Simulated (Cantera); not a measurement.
Input: 1 mol TiO2, 4.3 mol CO, 7.6 mol H2, at 13.3 mbar.

Method: chemical equilibrium by Gibbs-energy minimisation in Cantera with the NASA 1993 tables (ideal gas, pure condensed phases). Candidate condensed phases: C, C6H6, C7H8, C8H18, H2O, Ti, TiC, TiO, TiO2, Ti2O3, Ti3O5, Ti4O7; 113 gas species. Equilibrium is a limit: real reactors are often held back by kinetics, nucleation or transport.

### Question
At 2152 °C, list the 4 most abundant gas species with their mole fractions, and the condensed phases.

### Answer
H2 0.521, CO 0.337, H 0.112, H2O 0.0233. Condensed: Ti3O5(l).
